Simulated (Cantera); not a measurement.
**Equilibrium for silicon carbide growth: SiCl4 + C2H2 + H2**

Charge: 1 mol SiCl4, 0.29 mol C2H2, a varied amount of H2, held at 1925 °C and 8.00 mbar.

Equilibrium computed with Cantera from the NASA thermochemical tables; the gas is ideal and each condensed phase is pure. Candidate condensed phases: C, C6H6, C7H8, C8H18, Si, SiC; 109 gas species. The tables' values for SiCl, SiCl3 are old estimates; treat these amounts as uncertain. Gases not in the tables: Si2H6 and higher silanes. Rates play no part.

```
n(H2) (mol)  log p H2  log p HCl  log p H  log p SiCl2  log p Cl  log p Si  log p SiCl  log p C2H2 (acetylene)  n SiC(s)
-----------  --------  ---------  -------  -----------  --------  --------  ----------  ----------------------  --------
11              -2.27      -2.74    -3.39        -3.74     -4.00     -4.26       -4.77                   -5.17     0.542
15              -2.23      -2.84    -3.37        -3.93     -4.11     -4.21       -4.84                   -5.23     0.535
19              -2.21      -2.92    -3.36        -4.09     -4.20     -4.19       -4.91                   -5.25     0.526
25              -2.19      -3.02    -3.35        -4.30     -4.31     -4.19       -5.01                   -5.24     0.510
33              -2.18      -3.12    -3.34        -4.53     -4.42     -4.20       -5.13                   -5.20     0.483
42              -2.17      -3.21    -3.34        -4.74     -4.51     -4.22       -5.25                   -5.14     0.449
55              -2.16      -3.31    -3.33        -4.99     -4.62     -4.25       -5.39                   -5.07     0.391
71              -2.15      -3.41    -3.33        -5.23     -4.73     -4.28       -5.52                   -5.01     0.311
92              -2.15      -3.52    -3.33        -5.47     -4.84     -4.31       -5.66                   -4.95     0.197
120             -2.14      -3.63    -3.32        -5.72     -4.95     -4.33       -5.79                   -4.90    0.0362
160             -2.14      -3.75    -3.32        -6.05     -5.07     -4.42       -6.00                   -4.97         0
200             -2.14      -3.84    -3.32        -6.32     -5.17     -4.50       -6.17                   -5.05         0
```
log p: log10 of the partial pressure in bar; n: condensed amount in mol.

From 11 mol H2 to 120 mol H2 the condensed part is SiC(s). From 160 mol H2 to 200 mol H2 nothing is condensed. The main Si-bearing gas is SiCl2 at 11 mol H2 and Si at 200 mol H2.
